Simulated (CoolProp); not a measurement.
Values from CoolProp's reference Helmholtz-energy equation of state, Gao 2020.

Q: For ammonia, give the phase and the cp (kJ/(kg K)), cv (kJ/(kg K)), isothermal compressibility (1/MPa), expansivity (1/kK) at 644.1 K and 31.9 MPa; 516.3 K and 21.6 MPa; 541.4 K and 7.67 MPa.

A: 
- 644.1 K and 31.9 MPa: supercritical; cp 3.78, cv 2.48, isothermal compressibility 0.0344, expansivity 2.86
- 516.3 K and 21.6 MPa: supercritical; cp 4.77, cv 2.46, isothermal compressibility 0.0641, expansivity 5.93
- 541.4 K and 7.67 MPa: gas; cp 2.99, cv 2.19, isothermal compressibility 0.143, expansivity 2.58
